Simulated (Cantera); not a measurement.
A freely propagating, adiabatic, planar premixed flame of 9.51 % CH4, 19.0 % O2, 71.5 % N2, unburnt at 300 K and 20000 Pa; mixture-averaged transport, grid criteria slope 0.08 and curve 0.16, no radiation.

Model: GRI-Mech 3.0 (53 species, 325 reactions), integrated in Cantera. Burning velocities carry a grid error of a few per cent, more on coarse grids.

x: mole fraction of selected species; z is measured from the peak of heat release.

```
z (mm)  T (K)  u (m/s)     x CH4    x O2    x HCO     x NO    x N2O  x NO2
------  -----  -------  --------  ------  -------  -------  -------  -----
-4.94     300    0.576    0.0950   0.190    <1e-8    <1e-8    <1e-8  <1e-8
-3.29     300    0.577    0.0949   0.190    <1e-8    <1e-8    <1e-8  <1e-8
-2.47     302    0.581    0.0946   0.189    <1e-8    <1e-8    <1e-8  <1e-8
-1.65       …    0.652    0.0923   0.187    <1e-8        …    <1e-8      …
-0.823    769     1.51    0.0678   0.156  3.24e-7  9.49e-7    <1e-8  <1e-8
-0.411   1216     2.42    0.0375   0.114  1.39e-5  2.47e-6    <1e-8  <1e-8
0        1611     3.24   0.00915  0.0652  6.67e-5  5.19e-6  1.01e-8  <1e-8
0.411    1761     3.54  0.000756  0.0374  2.14e-5  8.51e-6  1.67e-8  <1e-8
0.823    1793     3.60   3.42e-5  0.0276  1.38e-6  1.06e-5  2.03e-8  <1e-8
1.65     1822     3.64   6.09e-8  0.0227  2.59e-8  1.24e-5  2.10e-8  <1e-8
3.29     1857     3.69     <1e-8       …        …        …  2.07e-8  <1e-8
6.58     1905     3.78     <1e-8  0.0190  1.32e-8  1.81e-5  2.15e-8  <1e-8
13.2     1968     3.88     <1e-8  0.0169    <1e-8  2.47e-5  2.32e-8  <1e-8
```

**Question.** Some entries are withheld; supply them.

**Answer.** 
- -1.65, T (K): 337
- -1.65, x NO: 3.03e-8
- -1.65, x NO2: 1.63e-8
- 3.29, x O2: 0.0206
- 3.29, x HCO: 1.77e-8
- 3.29, x NO: 1.45e-5
